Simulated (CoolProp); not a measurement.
Values from CoolProp's reference Helmholtz-energy equation of state, Lemmon and Jacobsen 2000.

**Question.** For R143a, give the phase and the cp (kJ/(kg K)) at 337.1 K and 0.101 MPa; 359.3 K and 0.101 MPa; 470.3 K and 0.101 MPa.

**Answer.** 
- 337.1 K and 0.101 MPa: gas; cp 1.02
- 359.3 K and 0.101 MPa: gas; cp 1.06
- 470.3 K and 0.101 MPa: gas; cp 1.24
